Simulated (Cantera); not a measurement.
Input (Python, Cantera):

```python
import numpy as np
import cantera as ct

gas = ct.Solution("gri30.yaml")
gas.TPX = 625, 1200000, {'CH4': 1, 'H2': 0.94, 'O2': 4.26, 'N2': 16}
inlet = ct.Reservoir(gas, clone=True)
gas.equilibrate("HP")  # start burning
reactor = ct.IdealGasConstPressureReactor(gas, energy="on", clone=False)
exhaust = ct.Reservoir(gas, clone=True)
tau = [0.066, 0.035, 0.018, 0.0097, 0.0051, 0.0027, 0.0014, 0.00075, 0.0004, 0.00021, 0.00011, 5.8e-05][0]
for a, b in ((inlet, reactor), (reactor, exhaust)):
    ct.MassFlowController(a, b, mdot=lambda t: reactor.mass / tau)
net = ct.ReactorNet([reactor])
show = ['CH4', 'H2', 'O2', 'CO', 'CH3', 'H2O']

rows = []
print(f"{'tau/s':>10s}{'T/K':>9s}" + "".join(f"{s:>11s}" for s in show))
for tau in [0.066, 0.035, 0.018, 0.0097, 0.0051, 0.0027, 0.0014, 0.00075, 0.0004, 0.00021, 0.00011, 5.8e-05]:
    net.initial_time = 0.0
    net.advance(30 * tau)
    before = gas.X
    net.advance(40 * tau)
    drift = np.max(np.abs(gas.X - before) / (gas.X + 1e-9))
    rows.append([gas.T, *gas[show].X, drift])
    print(f"{tau:10.3e}{gas.T:9.1f}" + "".join(f"{x:11.3e}" for x in gas[show].X))
```

Output:

```
     tau/s      T/K        CH4         H2         O2         CO        CH3        H2O
 6.600e-02   1926.1  1.894e-06  2.787e-05  8.215e-02  6.050e-05  4.691e-07  1.349e-01
 3.500e-02   1925.9  3.430e-06  3.261e-05  8.218e-02  8.365e-05  8.541e-07  1.348e-01
 1.800e-02   1925.3  6.227e-06  4.146e-05  8.221e-02  1.267e-04  1.563e-06  1.348e-01
 9.700e-03   1924.3  1.051e-05  5.550e-05  8.225e-02  1.947e-04  2.662e-06  1.347e-01
 5.100e-03   1922.6  1.752e-05  7.937e-05  8.230e-02  3.099e-04  4.475e-06  1.346e-01
 2.700e-03   1920.1  2.824e-05  1.172e-04  8.238e-02  4.927e-04  7.243e-06  1.345e-01
 1.400e-03   1916.1  4.536e-05  1.789e-04  8.253e-02  7.934e-04  1.158e-05  1.342e-01
 7.500e-04   1910.3  7.067e-05  2.704e-04  8.277e-02  1.245e-03  1.775e-05  1.339e-01
 4.000e-04   1901.7  1.108e-04  4.132e-04  8.318e-02  1.959e-03  2.698e-05  1.335e-01
 2.100e-04   1888.0  1.784e-04  6.435e-04  8.388e-02  3.125e-03  4.131e-05  1.329e-01
 1.100e-04   1866.5  2.989e-04  1.021e-03  8.512e-02  5.034e-03  6.416e-05  1.319e-01
 5.800e-05   1830.2  5.469e-04  1.692e-03  8.748e-02  8.294e-03  1.044e-04  1.303e-01
```

Computed with Cantera and GRI-Mech 3.0 (53 species, 325 reactions). The pressure lies above the range GRI-Mech 3.0 was tuned for (to about 10 atm).
